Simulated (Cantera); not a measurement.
## AlN + HCl + N₂ (chemical vapour transport)

Input: 1 mol AlN, 1.4 mol HCl, 7.2 mol N₂, equilibrated at 70.0 mbar.

Method: chemical equilibrium by Gibbs-energy minimisation in Cantera with the NASA 1993 tables (ideal gas, pure condensed phases). Candidate condensed phases: Al, AlCl₃, AlN, NH₄Cl; 20 gas species. The tables' values for AlCl₂ are old estimates; treat these amounts as uncertain. Kinetics and transport are ignored.

From 725 K to 1625 K the condensed part is AlN(s). The main Al-bearing gas is AlCl₃ throughout. The share of Al in condensed phases is highest at 725 K (66.0 %) and lowest at 1625 K (53.6 %).

```
T (K)   x N₂    x H₂   x HCl  x AlCl₃    x AlCl  n AlN(s)
-----  -----  ------  ------  -------  --------  --------
725    0.859  0.0594  0.0443   0.0358    <1e-12     0.660
825    0.858  0.0604  0.0421   0.0398    <1e-12     0.654
925    0.858  0.0615  0.0398   0.0409  3.87e-11     0.647
1025   0.858  0.0624  0.0380   0.0416   3.30e-9     0.642
1125   0.858  0.0632  0.0365   0.0421   1.26e-7     0.638
1225   0.858  0.0638  0.0353   0.0425   2.63e-6     0.634
1325   0.859  0.0643  0.0342   0.0426   3.43e-5     0.630
1425   0.858  0.0647  0.0333   0.0423  0.000309     0.624
1525   0.857  0.0650  0.0321   0.0404   0.00205     0.604
1625   0.852  0.0653  0.0298   0.0345    0.0103     0.536
```
x: gas mole fraction; n: condensed amount in mol.
